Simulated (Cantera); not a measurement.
## Ammonia decomposition in nitride growth gas

An isothermal, constant-pressure homogeneous reactor starts with NH3 : H2 = 7.5 : 2.8 (molar parts), at 1798 K and 750 Torr.

Cantera simulation using the gas-phase N/H chemistry of the illustrative SiF4/NH3 mechanism in the Surface Chemkin manual (1991); the numbers are that mechanism's predictions, not measurements. Walls and surfaces, which speed up NH3 decomposition in real reactors, are not modelled.

```
t (s)      x NH3   x H2     x NH2      x NH    x N2H2       x N      x N2
--------  ------  -----  --------  --------  --------  --------  --------
4.00e-6    0.728  0.272   4.62e-6  3.57e-10  7.06e-11    <1e-12    <1e-12
1.09e-5    0.728  0.272   1.27e-5   3.39e-9  9.80e-10  3.48e-12  3.57e-11
2.97e-5    0.728  0.272   3.45e-5   2.75e-8   1.03e-8  9.10e-11   4.50e-9
8.10e-5    0.728  0.272   9.27e-5   2.02e-7   9.38e-8   1.87e-9   4.24e-7
0.000221   0.728  0.272  0.000222   1.13e-6   6.77e-7   2.41e-8   1.72e-5
0.000602   0.727  0.272  0.000320   2.29e-6   1.58e-6   6.77e-8  0.000206
0.00164    0.725  0.274  0.000324   2.35e-6   1.63e-6   7.05e-8  0.000866
0.00447    0.718  0.278  0.000322   2.35e-6   1.60e-6   7.08e-8   0.00266
0.0122     0.702  0.290  0.000317   2.34e-6   1.54e-6   7.16e-8   0.00741
0.0332     0.660  0.320  0.000304   2.31e-6   1.39e-6   7.35e-8    0.0196
0.0906     0.564  0.388  0.000272   2.22e-6   1.07e-6   7.67e-8    0.0474
0.247      0.389  0.513  0.000210   1.97e-6   6.03e-7   7.93e-8    0.0981
0.673      0.182  0.660  0.000121   1.43e-6   1.97e-7   7.32e-8     0.158
1.83      0.0534  0.751   4.60e-5   7.07e-7   3.00e-8   4.77e-8     0.195
5.00      0.0129  0.780   1.30e-5   2.36e-7   2.56e-9   1.88e-8     0.207
```
x: mole fraction; the columns are a selection and need not sum to one.

Equilibrium at this temperature and pressure: NH3 9.35e-6, H2 0.789, NH2 9.97e-9, NH 1.91e-10, N2H2 <1e-12, N 1.61e-11, N2 0.211 (gas phase only).
